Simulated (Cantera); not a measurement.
A closed system holds: 1 mol MgO, 0.06 mol H₂S, 1.4 mol H₂O, 0.37 mol SO₃, held at 1 atm.

Method: chemical equilibrium by Gibbs-energy minimisation in Cantera with the NASA 1993 tables (ideal gas, pure condensed phases). Candidate condensed phases: H₂O, H₂SO₄, Mg, MgO, Mg(OH)₂, MgS, MgSO₄, S; 26 gas species. Mutual solubility and eutectic melting of coexisting phases are not modelled. Kinetics and transport are ignored.

**Question.** At 1023 K, list the 3 most abundant gas species with their mole fractions, and the condensed phases.

**Answer.** H₂O 0.859, SO₂ 0.141, SO₃ 1.06e-5. Condensed: MgO(s) + MgSO₄(s).
